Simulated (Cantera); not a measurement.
Cantera run:

```python
import numpy as np
import cantera as ct

gas_names = """
    H H2 H2S S SH S2 S8
""".split()
cond_names = """
    S(cr1) S(cr2) S(L)
""".split()


# ... load() reads the species with a 1 bar reference pressure and builds the phases ...
atoms = {
    'H2S': {'H': 2, 'S': 1},
    'H2': {'H': 2},
}
top_T = {}  # K; cautious upper limits of use, not melting points


# ... equilibrate(T, P, feed) seeds the gas with the atoms and calls Mixture.equilibrate('TP', solver="vcs", rtol=1e-11, max_steps=5000) ...
results = []
feed = {'H2S': 1, 'H2': 0.31}  # mol
P = 100000  # Pa
for T in [973, 1073, 1173, 1273, 1373, 1473, 1573, 1673, 1773, 1873, 1973]:
    mix = equilibrate(T, P, feed)
    results.append((T, P, feed, dict(zip(mix.species_names, mix.species_moles))))
    x = sorted(zip(gas.X, gas.species_names), reverse=True)
    print(f"T = {T:g} K  P = {P:g} Pa  gas = {mix.phase_moles(0):.4g} mol")
    print("   x: " + "  ".join(f"{s} {v:.3e}" for v, s in x if v > 1e-05))
    print("   condensed (mol): " + ("  ".join(f"{mix.phase(i).name} {mix.phase_moles(i):.4g}"
          for i in range(1, mix.n_phases) if mix.phase_moles(i) > 1e-12) or "none"))
```

Result:

```
T = 973 K  P = 100000 Pa  gas = 1.31 mol
   x: H2S 7.625e-01  H2 2.372e-01  S2 3.075e-04
   condensed (mol): none
T = 1073 K  P = 100000 Pa  gas = 1.313 mol
   x: H2S 7.569e-01  H2 2.408e-01  S2 2.336e-03  SH 3.578e-05
   condensed (mol): none
T = 1173 K  P = 100000 Pa  gas = 1.325 mol
   x: H2S 7.331e-01  H2 2.559e-01  S2 1.088e-02  SH 1.622e-04
   condensed (mol): none
T = 1273 K  P = 100000 Pa  gas = 1.352 mol
   x: H2S 6.775e-01  H2 2.911e-01  S2 3.079e-02  SH 5.301e-04
   condensed (mol): none
T = 1373 K  P = 100000 Pa  gas = 1.394 mol
   x: H2S 5.962e-01  H2 3.426e-01  S2 5.982e-02  SH 1.337e-03
   condensed (mol): none
T = 1473 K  P = 100000 Pa  gas = 1.445 mol
   x: H2S 5.046e-01  H2 4.003e-01  S2 9.222e-02  SH 2.791e-03
   condensed (mol): none
T = 1573 K  P = 100000 Pa  gas = 1.499 mol
   x: H2 4.561e-01  H2S 4.154e-01  S2 1.234e-01  SH 5.065e-03  S 3.207e-05  H 2.746e-05
   condensed (mol): none
T = 1673 K  P = 100000 Pa  gas = 1.55 mol
   x: H2 5.052e-01  H2S 3.358e-01  S2 1.505e-01  SH 8.263e-03  S 9.562e-05  H 8.095e-05
   condensed (mol): none
T = 1773 K  P = 100000 Pa  gas = 1.596 mol
   x: H2 5.457e-01  H2S 2.689e-01  S2 1.725e-01  SH 1.241e-02  S 2.473e-04  H 2.101e-04
   condensed (mol): none
T = 1873 K  P = 100000 Pa  gas = 1.635 mol
   x: H2 5.774e-01  H2S 2.147e-01  S2 1.894e-01  SH 1.749e-02  S 5.697e-04  H 4.904e-04
   condensed (mol): none
T = 1973 K  P = 100000 Pa  gas = 1.669 mol
   x: H2 6.012e-01  S2 2.015e-01  H2S 1.717e-01  SH 2.341e-02  S 1.194e-03  H 1.046e-03
   condensed (mol): none
```

Equilibrium computed with Cantera from the NASA thermochemical tables; the gas is ideal and each condensed phase is pure. Gases not in the tables: S3 to S7.
